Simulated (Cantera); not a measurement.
Input: 1 mol AlCl3, 1.9 mol HCl, 210 mol N2, 45 mol N2O, equilibrated at 1173.15 K and 13.3 mbar.

These are equilibrium values from Cantera (NASA tables, ideal gas, pure condensed phases), not measurements of a reactor. Candidate condensed phases: Al, AlCl3, AlN, Al2O3, H2O, NH4Cl; 45 gas species. Rates play no part.

Base state: N2 0.909, O2 0.0775, HCl 0.00670, Cl2 0.00437, Cl 0.00203, NO 0.000103, H2O 3.90e-5 (mole fractions); condensed: Al2O3(s).

Q: What changes in the equilibrium state with this change: AlCl3 replaced by Al?

A: 
```json
[
 {"species": "N2", "before": "0.909", "after": "0.915"},
 {"species": "O2", "before": "0.0775", "after": "0.0778"},
 {"species": "HCl", "before": "0.00670", "after": "0.00581"},
 {"species": "Cl2", "before": "0.00437", "after": "0.000256"},
 {"species": "Cl", "before": "0.00203", "after": "0.000492"},
 {"species": "H2O", "before": "3.90e-5", "after": "0.000502"},
 {"species": "NO", "before": "0.000103", "after": "0.000104"},
 {"species": "Al2O3(s), mol", "before": "0.500", "after": "0.500"}
]
```
